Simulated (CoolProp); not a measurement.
The fluid at 608.59 K and 1.28 MPa expands adiabatically to 0.115 MPa with isentropic efficiency 1. The same conditions are run with several fluids, on thermodynamics alone (safety and materials aside).

Computed with CoolProp (reference Helmholtz-energy equation of state of each fluid (oxygen: Schmidt 1985; o-xylene: Zhou 2012; dry air: Lemmon 2000; benzene: Thol 2012; ethane: Bücker 2006)). Blends and air are pseudo-pure fits.

```json
[
 {"fluid": "oxygen", "work (kJ/kg)": "281", "final temperature (K)": "315.9", "final density (kg/m³)": "___"},
 {"fluid": "o-xylene", "work (kJ/kg)": "102", "final temperature (K)": "551.1", "final density (kg/m³)": "2.71"},
 {"fluid": "dry air", "work (kJ/kg)": "307", "final temperature (K)": "___", "final density (kg/m³)": "1.30"},
 {"fluid": "benzene", "work (kJ/kg)": "___", "final temperature (K)": "___", "final density (kg/m³)": "2.06"},
 {"fluid": "ethane", "work (kJ/kg)": "359", "final temperature (K)": "___", "final density (kg/m³)": "0.875"}
]
```

**Question.** Fill in the missing entries.

**Answer.** 
- oxygen, final density (kg/m³): 1.40
- dry air, final temperature (K): 309.0
- benzene, work (kJ/kg): 141
- benzene, final temperature (K): 529.9
- ethane, final temperature (K): 476.0

Above 300 K oxygen's equation is extrapolated.
